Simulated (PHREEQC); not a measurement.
## Acid rinse or clean

Solution (25 °C): 72 mmol/kgw HBr and 7.6 mmol/kgw KCl. Closed to the air; pH follows from the charge balance.

Model: ion-association model, phreeqc.dat, run in PHREEQC.

This is a speciation only: nothing precipitates in the calculation.

Problem. What pH, specific conductance, density does the model give?

Solution. pH 1.22; specific conductance 26900 µS/cm; density 1.001 g/cm³.

Species that the database lacks are ignored.
